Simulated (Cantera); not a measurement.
An adiabatic, constant-volume homogeneous reactor starts with CH3OH : O2 : N2 : CO2 = 1 : 2.38 : 8.95 : 0.59 (molar parts), equivalence ratio 0.63, at 1798 K and 27000 Pa. Integrator tolerance rtol = 1e-08.

Detailed kinetics in Cantera: GRI-Mech 3.0 (53 species, 325 reactions). GRI-Mech 3.0 was tuned for natural gas; its chemistry of methanol as a main component is partial and can be far from experiment.

What does this change do: initial temperature 1798 to 1750 K?


```json
[
 {"quantity": "time of steepest temperature rise", "before": "95.0 µs", "after": "0.127 ms"},
 {"quantity": "temperature at 2.00 s", "before": "2652 K", "after": "2639 K"},
 {"quantity": "equilibrium temperature", "before": "2652 K", "after": "2639 K"},
 {"quantity": "x(CH3OH) at 2.00 s", "before": "<1e-12 (gas-phase equilibrium <1e-12)", "after": "<1e-12 (gas-phase equilibrium <1e-12)"},
 {"quantity": "x(O2) at 2.00 s", "before": "0.0677 (gas-phase equilibrium 0.0677)", "after": "0.0675 (gas-phase equilibrium 0.0675)"},
 {"quantity": "x(CO2) at 2.00 s", "before": "0.0778 (gas-phase equilibrium 0.0778)", "after": "0.0797 (gas-phase equilibrium 0.0797)"},
 {"quantity": "x(H2) at 2.00 s", "before": "0.00842 (gas-phase equilibrium 0.00842)", "after": "0.00799 (gas-phase equilibrium 0.00799)"},
 {"quantity": "x(NO) at 2.00 s", "before": "0.0151 (gas-phase equilibrium 0.0151)", "after": "0.0148 (gas-phase equilibrium 0.0148)"},
 {"quantity": "x(C2H) at 2.00 s", "before": "<1e-12 (gas-phase equilibrium <1e-12)", "after": "<1e-12 (gas-phase equilibrium <1e-12)"},
 {"quantity": "x(CH2O) at 2.00 s", "before": "5.23e-11 (gas-phase equilibrium 5.23e-11)", "after": "4.84e-11 (gas-phase equilibrium 4.84e-11)"}
]
```

What does this change do: pressure from 27000 Pa to 22000 Pa?


```json
[
 {"quantity": "time of steepest temperature rise", "before": "95.0 µs", "after": "0.116 ms"},
 {"quantity": "temperature at 2.00 s", "before": "2652 K", "after": "2636 K"},
 {"quantity": "equilibrium temperature", "before": "2652 K", "after": "2636 K"},
 {"quantity": "x(CH3OH) at 2.00 s", "before": "<1e-12 (gas-phase equilibrium <1e-12)", "after": "<1e-12 (gas-phase equilibrium <1e-12)"},
 {"quantity": "x(O2) at 2.00 s", "before": "0.0677 (gas-phase equilibrium 0.0677)", "after": "0.0681 (gas-phase equilibrium 0.0681)"},
 {"quantity": "x(CO2) at 2.00 s", "before": "0.0778 (gas-phase equilibrium 0.0778)", "after": "0.0771 (gas-phase equilibrium 0.0771)"},
 {"quantity": "x(H2) at 2.00 s", "before": "0.00842 (gas-phase equilibrium 0.00842)", "after": "0.00866 (gas-phase equilibrium 0.00866)"},
 {"quantity": "x(NO) at 2.00 s", "before": "0.0151 (gas-phase equilibrium 0.0151)", "after": "0.0148 (gas-phase equilibrium 0.0148)"},
 {"quantity": "x(C2H) at 2.00 s", "before": "<1e-12 (gas-phase equilibrium <1e-12)", "after": "<1e-12 (gas-phase equilibrium <1e-12)"},
 {"quantity": "x(CH2O) at 2.00 s", "before": "5.23e-11 (gas-phase equilibrium 5.23e-11)", "after": "4.45e-11 (gas-phase equilibrium 4.45e-11)"}
]
```
